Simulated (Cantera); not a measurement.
Feed: 1 mol CaCO₃, 6.4 mol O₂, 0.11 mol H₂O, equilibrated at 1648.15 K and 10.0 mbar.

These are equilibrium values from Cantera (NASA tables, ideal gas, pure condensed phases), not measurements of a reactor. Candidate condensed phases: C, C₆H₆, C₇H₈, C₈H₁₈, Ca, CaCO₃, CaO, Ca(OH)₂, H₂O; 115 gas species. Rates play no part.

Base state: O₂ 0.852, CO₂ 0.133, H₂O 0.0144, OH 0.000431, O 0.000234, CO 5.31e-5 (mole fractions); condensed: CaO(s).

Task: What changes in the equilibrium state with this change: CaCO₃ replaced by FeS?

Result: 
| species | before | after |
|---|---|---|
| O₂ | 0.852 | 0.810 |
| SO₂ | 0 | 0.171 |
| H₂O | 0.0144 | 0.0186 |
| CO₂ | 0.133 | 0 |
| SO₃ | 0 | 0.000289 |
| CO | 5.31e-5 | 0 |
| OH | 0.000431 | 0.000483 |
| CaO(s), mol | 1.00 | 0 |
| Fe₃O₄(s), mol | 0 | 0.333 |
Further candidate phases: Fe, FeO, Fe(OH)₂, Fe(OH)₃, FeS, FeSO₄, FeS₂, Fe₂O₃, Fe₂(SO₄)₃, Fe₃O₄, H₂SO₄, S.
